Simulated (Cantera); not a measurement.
Low-pressure radical oxidation in H2/O2

An isothermal, constant-pressure homogeneous reactor starts with H2 : O2 : N2 = 0.31 : 1 : 1.2 (molar parts), equivalence ratio 0.15, at 1425 K and 9.75 Torr.

Computed with Cantera and the H2/O2 subset of GRI-Mech 3.0, which has no nitrogen chemistry. Radical loss at walls, strong at low pressure, is not modelled. The temperature is held fixed by assumption; the heat of reaction is taken as removed at once.

| t (s) | x H2 | x O2 | x O | x OH | x H2O2 |
|---|---|---|---|---|---|
| 2.00e-5 | 0.124 | 0.398 | 5.48e-9 | 5.09e-9 | 1.63e-11 |
| 8.13e-5 | 0.124 | 0.398 | 7.19e-8 | 6.03e-8 | 2.63e-10 |
| 0.000330 | 0.123 | 0.398 | 5.60e-6 | 4.52e-6 | 3.90e-9 |
| 0.00134 | 0.00811 | 0.323 | 0.0503 | 0.0113 | 9.10e-8 |
| 0.00546 | 0.00684 | 0.323 | 0.0491 | 0.0106 | 8.65e-8 |
| 0.0222 | 0.00562 | 0.331 | 0.0376 | 0.00976 | 8.97e-8 |
| 0.0902 | 0.00232 | 0.348 | 0.0139 | 0.00642 | 7.77e-8 |
| 0.366 | 0.000235 | 0.357 | 0.00135 | 0.00207 | 2.86e-8 |
| 1.49 | 1.82e-5 | 0.359 | 0.000105 | 0.000578 | 6.33e-9 |
| 6.05 | 2.59e-6 | 0.359 | 1.49e-5 | 0.000218 | 1.72e-9 |
| 24.6 | 1.29e-6 | 0.359 | 7.39e-6 | 0.000154 | 1.19e-9 |
| 100 | 1.28e-6 | 0.359 | 7.34e-6 | 0.000153 | 1.18e-9 |
x: mole fraction; the columns are a selection and need not sum to one.

Equilibrium at this temperature and pressure: H2 1.28e-6, O2 0.359, O 7.34e-6, OH 0.000153, H2O2 1.18e-9 (gas phase only).
